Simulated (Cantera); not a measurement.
A Cantera script and what it prints.

```python
import numpy as np
import cantera as ct

gas_names = """
    AL ALC ALH ALN ALO ALOH ALO2 ALO2H AL2 AL2O AL2O2 C CH CH2 CH3 CH2OH CH3O CH4 CH3OH CN CO CO2 COOH
    C2 C2H CHCO,ketyl C2H2,acetylene C2H2,vinylidene CH2CO,ketene C2H3,vinyl CH3CN CH3CO,acetyl C2H4
    C2H4O,ethylen CH3CHO,ethanal CH3COOH (HCOOH)2 C2H5 C2H6 CH3OCH3 C2H5OH CCN CNC C2N2 C2O C3
    C3H3,propargyl C3H4,allene C3H4,propyne C3H4,cyclo- C3H5,allyl C3H6,propylene C3H6,cyclo- C3H6O
    C3H7,n-propyl C3H7,i-propyl C3H8 C3H8O,1propanol C3H8O,2propanol C3O2 C4 C4H2 C4H4,1,3-cyclo-
    C4H6,butadiene C4H6,2-butyne C4H6,cyclo- C4H8,1-butene C4H8,cis2-buten C4H8,tr2-butene
    C4H8,isobutene C4H8,cyclo- (CH3COOH)2 C4H9,n-butyl C4H9,i-butyl C4H9,s-butyl C4H9,t-butyl
    C4H10,isobutane C4H10,n-butane C4N2 C5 C5H6,1,3cyclo- C5H8,cyclo- C5H10,1-pentene C5H10,cyclo-
    C5H11,pentyl C5H11,t-pentyl C5H12,n-pentane C5H12,i-pentane CH3C(CH3)2CH3 C6H2 C6H5,phenyl
    C6H5O,phenoxy C6H6 C6H5OH,phenol C6H10,cyclo- C6H12,1-hexene C6H12,cyclo- C6H13,n-hexyl C7H7,benzyl
    C7H8 C7H8O,cresol C7H14,1-heptene C7H15,n-heptyl C7H16,n-heptane C8H8,styrene C8H10,ethylbenz
    C8H16,1-octene C8H17,n-octyl C8H18,isooctane C8H18,n-octane C9H19,n-nonyl C10H8,naphthale
    C10H21,n-decyl C12H9,o-bipheny C12H10,bipheny H HALO HCN HCO HCCN HNC HNCO HNO HNO2 HNO3 HO2 H2
    HCHO,formaldehy HCOOH H2O H2O2 N NCO NH NH2 NH3 NH2OH NO NO2 NO3 N2 N2H2 N2H4 N2O O OH O2 O3
""".split()
cond_names = """
    AL(cr) AL(L) ALN(s) AL2O3(a) AL2O3(L) C(gr) C6H6(L) C7H8(L) C8H18(L),n-octa H2O(s) H2O(L)
""".split()


def load(file, names, dense=False):
    # The tables refer to 1 bar. Condensed volumes are neglected.
    table = {s.name: s for s in ct.Species.list_from_file(file)}
    out = []
    for n in names:
        d = dict(table[n].input_data)
        d["thermo"] = dict(d["thermo"], **{"reference-pressure": 1e5})
        if dense:
            d["equation-of-state"] = {"model": "constant-volume", "density": "1e6 g/cm^3"}
        out.append(ct.Species.from_dict(d))
    return out


gas = ct.Solution(thermo="ideal-gas", species=load("nasa_gas.yaml", gas_names))
cond = {s.name: ct.Solution(thermo="fixed-stoichiometry", species=[s], name=s.name)
        for s in load("nasa_condensed.yaml", cond_names, dense=True)}
atoms = {
    'Al(CH3)3': {'AL': 1, 'C': 3, 'H': 9},
    'N2O': {'N': 2, 'O': 1},
    'N2': {'N': 2},
}
top_T = {'ALN(s)': 2750, 'C(gr)': 4500}  # K; cautious upper limits of use, not melting points


def equilibrate(T, P, feed):
    n = {}
    for name, mol in feed.items():
        for a, k in atoms[name].items():
            n[a] = n.get(a, 0.0) + k * mol
    gas.TPX = T, P, n
    mass = sum(n.values()) * gas.mean_molecular_weight
    gas.equilibrate("TP")
    valid = [c for c in cond.values() if c.min_temp <= T <= top_T.get(c.name, c.max_temp)]
    mix = ct.Mixture([(gas, mass / gas.mean_molecular_weight)] + [(c, 0.0) for c in valid])
    mix.T, mix.P = T, P
    mix.equilibrate("TP", solver="vcs", rtol=1e-11, max_steps=5000)
    return mix


results = []
T = 2150  # K
P = 12000  # Pa
for m in [6.2, 11, 19, 34, 59, 100, 180, 320, 570, 1000]:
    feed = {'Al(CH3)3': 1, 'N2O': 35, 'N2': m}  # mol
    mix = equilibrate(T, P, feed)
    results.append((T, P, feed, dict(zip(mix.species_names, mix.species_moles))))

top = {s: max(r[3][s] / sum(r[3][g] for g in gas_names) for r in results) for s in gas_names}
cols = sorted((s for s in top if top[s] > 1e-06), key=lambda s: -top[s])[:7]
seen = [c for c in cond_names if any(r[3].get(c, 0) > 1e-12 for r in results)]
print("log10 of partial pressures in bar; condensed amounts in mol")
print(f"{'n(N2)':>10s}" + "".join(f"{s[:9]:>10s}" for s in cols + seen))
for T, P, feed, n in results:
    ng = sum(n[g] for g in gas_names)
    print(f"{feed['N2']:10.4g}" + "".join(f"{np.log10(max(n[s] / ng * P / 1e5, 1e-99)):10.3f}" for s in cols)
          + "".join(f"{n.get(c, 0):10.4g}" for c in seen))
```

Result:

```
log10 of partial pressures in bar; condensed amounts in mol
     n(N2)        N2        O2       H2O       CO2        NO        OH         O  AL2O3(a)
       6.2    -1.090    -1.657    -2.069    -2.237    -2.932    -3.171    -3.537       0.5
        11    -1.075    -1.690    -2.102    -2.271    -2.942    -3.197    -3.554    0.4999
        19    -1.056    -1.742    -2.153    -2.322    -2.957    -3.235    -3.580    0.4999
        34    -1.030    -1.825    -2.236    -2.404    -2.986    -3.297    -3.621    0.4999
        59    -1.004    -1.936    -2.346    -2.515    -3.029    -3.380    -3.677    0.4999
       100    -0.981    -2.074    -2.482    -2.652    -3.086    -3.483    -3.746    0.4999
       180    -0.960    -2.262    -2.668    -2.838    -3.169    -3.622    -3.840    0.4999
       320    -0.945    -2.473    -2.876    -3.048    -3.268    -3.779    -3.946    0.4999
       570    -0.935    -2.706    -3.105    -3.279    -3.379    -3.952    -4.062    0.4998
      1000    -0.930    -2.948    -3.341    -3.518    -3.498    -4.130    -4.183    0.4998
```

Equilibrium computed with Cantera from the NASA thermochemical tables; the gas is ideal and each condensed phase is pure. The feed counts by its element totals alone.
